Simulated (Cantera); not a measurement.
Feed: 1 mol SiCl4, 28 mol NO, 9.7 mol O2, held at 1150 K and 31.0 Pa.

Equilibrium computed with Cantera from the NASA thermochemical tables; the gas is ideal and each condensed phase is pure. Candidate condensed phases: Si, SiO2, Si2N2O, Si3N4; 23 gas species. The tables hold silica as quartz up to 1696 K and as liquid above; real silica turns to tridymite and cristobalite and melts near 1996 K. The numbers say what is thermodynamically allowed, not how fast it happens.

Base state: O2 0.578, N2 0.356, Cl2 0.0361, Cl 0.0296, NO 0.000146, ClO 1.72e-5 (mole fractions); condensed: SiO2(β-quartz).

Problem. What changes in the equilibrium state with this change: SiCl4 replaced by HMDSO?

Solution. 
```
species               before    after
-------------------  -------  -------
N2                     0.356    0.344
O2                     0.578    0.287
H2O                        0    0.221
CO2                        0    0.147
Cl2                   0.0361        0
Cl                    0.0296        0
OH                         0  1.79e-5
ClO                  1.72e-5        0
SiO2(β-quartz), mol     1.00     2.00
```
The feed counts by its element totals alone. Further candidate phases: C, C6H6, C7H8, C8H18, H2O, SiC.

Problem. What changes in the equilibrium state with this change: pressure from 31.0 Pa to 5.70 Pa?

Solution. 
```
species                before     after
-------------------  --------  --------
O2                      0.578     0.570
N2                      0.356     0.352
Cl                     0.0296    0.0549
Cl2                    0.0361    0.0228
ClO                   1.72e-5   1.36e-5
NO                   0.000146  0.000145
SiO2(β-quartz), mol      1.00      1.00
```
